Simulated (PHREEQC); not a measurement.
Solution (25 °C): 1.8 mmol/kgw FeCl3. Closed to the air; pH follows from the charge balance.

Computed with PHREEQC (ion-association model, phreeqc.dat).

Problem. The ionic strength comes out as 0.00800 mol/kgw. What activity coefficients do Fe(OH)2+, Fe2(OH)2+4, Cl-, FeOH+2, FeCl+2 get?

Solution. Fe(OH)2+ 0.91, Fe2(OH)2+4 0.22, Cl- 0.91, FeOH+2 0.69, FeCl+2 0.69.

Precipitation was switched off in this run. Examples of supersaturated solids here: Hematite (slow to form), Goethite (slow to form). Others may be too. Complexes and solids missing from the database can't appear.
